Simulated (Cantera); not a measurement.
A closed system holds: 1 mol Al, 1.1 mol Br2, 0.16 mol N2, at 518 Torr.

Cantera equilibrium calculation (NASA polynomials, part measured and part estimated; ideal gas, pure solids and liquids). Candidate condensed phases: Al, AlBr3, AlN, Br2; 10 gas species. The numbers say what is thermodynamically allowed, not how fast it happens.

x: gas mole fraction; n: condensed amount in mol.

```tsv
T (K)	x AlBr3	x N2	x Al2Br6	x AlBr	x Br	x Br2	x Al	n AlN(s)
975	0.931	0.0362	0.0330	1.04e-10	9.74e-7	3.64e-8	<1e-12	0.267
1075	0.954	0.0355	0.0105	6.47e-9	5.17e-6	1.08e-7	<1e-12	0.267
1175	0.961	0.0352	0.00402	1.96e-7	2.07e-5	2.67e-7	<1e-12	0.267
1275	0.963	0.0351	(withheld)	(withheld)	(withheld)	(withheld)	<1e-12	0.267
1375	0.964	0.0351	0.000912	3.92e-5	0.000183	1.10e-6	5.51e-12	0.267
1475	0.964	0.0351	(withheld)	(withheld)	(withheld)	(withheld)	(withheld)	0.267
1575	0.961	0.0355	0.000310	0.00198	0.000944	3.22e-6	6.51e-9	0.266
```

Q: Some entries are withheld; supply them.

A: 
- 1475, x Al2Br6: 0.000511
- 1475, x AlBr: 0.000320
- 1475, x Br: 0.000439
- 1475, x Br2: 1.95e-6
- 1475, x Al: 2.42e-10
- 1275, x Al2Br6: 0.00180
- 1275, x AlBr: 3.43e-6
- 1275, x Br: 6.70e-5
- 1275, x Br2: 5.73e-7
